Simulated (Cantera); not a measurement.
Feed: 1 mol (CH3)2SiCl2, 3 mol HCl, 22 mol H2, at 2298 K and 32.3 Torr.

Equilibrium computed with Cantera from the NASA thermochemical tables; the gas is ideal and each condensed phase is pure. Candidate condensed phases: C, C6H6, C7H8, C8H18, Si, SiC; 109 gas species. The feed counts by its element totals alone. The tables' values for SiCl, SiCl3 are old estimates; treat these amounts as uncertain. Gases not in the tables: Si2H6 and higher silanes. Kinetics and transport are ignored.

Base state: H2 0.791, HCl 0.147, H 0.0411, SiCl2 0.00689, Cl 0.00551, C2H2 (acetylene) 0.00338, Si 0.00304, SiCl 0.000888 (mole fractions); condensed: C(graphite) + SiC(s).

What changes in the equilibrium state with this change: temperature from 2298 K to 2475 K?


```tsv
species	before	after
H2	0.791	0.725
HCl	0.147	0.133
H	0.0411	0.0924
Si	0.00304	0.0155
Cl	0.00551	0.0120
SiC2	0.000417	0.00374
Si2	8.35e-6	6.76e-5
C(graphite), mol	1.12	1.26
SiC(s), mol	0.641	0
```

What changes in the equilibrium state with this change: pressure from 32.3 Torr to 143 Torr?


| species | before | after |
|---|---|---|
| H2 | 0.791 | 0.813 |
| HCl | 0.147 | 0.153 |
| H | 0.0411 | 0.0198 |
| SiCl2 | 0.00689 | 0.00719 |
| CH4 | 5.78e-6 | 2.70e-5 |
| SiC2 | 0.000417 | 9.43e-5 |
| C(graphite), mol | 1.12 | 1.04 |
| SiC(s), mol | 0.641 | 0.744 |

What changes in the equilibrium state with this change: pressure from 32.3 Torr to 75.0 Torr?


```
species             before     after
----------------  --------  --------
H2                   0.791     0.805
HCl                  0.147     0.151
H                   0.0411    0.0272
SiCl2              0.00689   0.00709
CH4                5.78e-6   1.39e-5
Si                 0.00304   0.00131
Si2C              0.000246  0.000106
SiC2              0.000417  0.000179
C(graphite), mol      1.12      1.06
SiC(s), mol          0.641     0.716
```
